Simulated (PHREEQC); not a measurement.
**Buffer (model solution)**

Solution (25 °C): 62 mmol/kgw KHCO3 and 3.2 mmol/kgw NaOH. Closed to the air; pH follows from the charge balance.

The numbers come from PHREEQC with the ion-association model, phreeqc.dat.

This is a speciation only: nothing precipitates in the calculation.

Q: Estimate the pH.

A: pH 8.80.

Q: In which forms is C present?

A: HCO3- 94 %, CO3-2 5.3 % of the C.
